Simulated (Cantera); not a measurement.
What does this Cantera script print?

```python
import numpy as np
import cantera as ct

gas_names = """
    CL CL2 Fe FeCL FeCL2 FeCL3 Fe2CL4 Fe2CL6 H HCL H2
""".split()
cond_names = """
    Fe(a) Fe(c) Fe(d) Fe(L) FeCL2(s) FeCL2(L) FeCL3(s) FeCL3(L)
""".split()


# ... load() reads the species with a 1 bar reference pressure and builds the phases ...
atoms = {
    'FeCl2': {'Fe': 1, 'CL': 2},
    'H2': {'H': 2},
}
top_T = {}  # K; cautious upper limits of use, not melting points


# ... equilibrate(T, P, feed) seeds the gas with the atoms and calls Mixture.equilibrate('TP', solver="vcs", rtol=1e-11, max_steps=5000) ...
results = []
T = 1948  # K
P = 1333.22  # Pa
for m in [4.8, 13, 21, 29, 37, 45, 53, 60, 68, 76, 84, 92]:
    feed = {'FeCl2': 1, 'H2': m}  # mol
    mix = equilibrate(T, P, feed)
    results.append((T, P, feed, dict(zip(mix.species_names, mix.species_moles))))

top = {s: max(r[3][s] / sum(r[3][g] for g in gas_names) for r in results) for s in gas_names}
cols = sorted((s for s in top if top[s] > 1e-06), key=lambda s: -top[s])[:7]
seen = [c for c in cond_names if any(r[3].get(c, 0) > 1e-12 for r in results)]
print("log10 of partial pressures in bar; condensed amounts in mol")
print(f"{'n(H2)':>10s}" + "".join(f"{s[:9]:>10s}" for s in cols + seen))
for T, P, feed, n in results:
    ng = sum(n[g] for g in gas_names)
    print(f"{feed['H2']:10.4g}" + "".join(f"{np.log10(max(n[s] / ng * P / 1e5, 1e-99)):10.3f}" for s in cols)
          + "".join(f"{n.get(c, 0):10.4g}" for c in seen))
```

Output:

```
log10 of partial pressures in bar; condensed amounts in mol
     n(H2)        H2       HCL     FeCL2        Fe         H        CL      FeCL     Fe(L)
       4.8    -2.025    -2.578    -3.037    -3.699    -3.960    -4.637    -5.657    0.5024
        13    -1.944    -2.849    -3.659    -3.699    -3.919    -4.949    -5.968    0.5498
        21    -1.924    -3.009    -4.000    -3.699    -3.909    -5.119    -6.138    0.4937
        29    -1.914    -3.125    -4.242    -3.699    -3.904    -5.240    -6.259    0.4079
        37    -1.908    -3.216    -4.430    -3.699    -3.901    -5.334    -6.353    0.3088
        45    -1.904    -3.291    -4.584    -3.699    -3.899    -5.411    -6.430    0.2026
        53    -1.902    -3.355    -4.714    -3.699    -3.898    -5.476    -6.495   0.09216
        60    -1.900    -3.404    -4.817    -3.702    -3.897    -5.526    -6.548         0
        68    -1.898    -3.450    -4.959    -3.748    -3.896    -5.574    -6.642         0
        76    -1.896    -3.493    -5.088    -3.791    -3.895    -5.617    -6.728         0
        84    -1.894    -3.532    -5.206    -3.830    -3.894    -5.657    -6.807         0
        92    -1.893    -3.568    -5.315    -3.866    -3.893    -5.693    -6.879         0
```

Method: chemical equilibrium by Gibbs-energy minimisation in Cantera with the NASA 1993 tables (ideal gas, pure condensed phases).
